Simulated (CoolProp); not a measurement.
Properties of nitrogen at several states.

Values from CoolProp's reference Helmholtz-energy equation of state, Span 2000.

| T (°C) | p (MPa) | phase | cp (kJ/(kg K)) | speed of sound (m/s) | fugacity coefficient |
|---|---|---|---|---|---|
| 315.85 | 0.0404 | gas | 1.073 | 491.7 | 1.000 |
| 62.25 | 0.072 | gas | 1.041 | 373.3 | 1.000 |
| -33.25 | 1.74 | gas | 1.089 | 316.5 | 0.9836 |
| 90.45 | 0.347 | gas | 1.045 | 389.2 | 1.001 |
| 437.35 | 0.686 | gas | 1.102 | 539.1 | 1.003 |
| 571.65 | 0.0265 | gas | 1.133 | 583.0 | 1.000 |
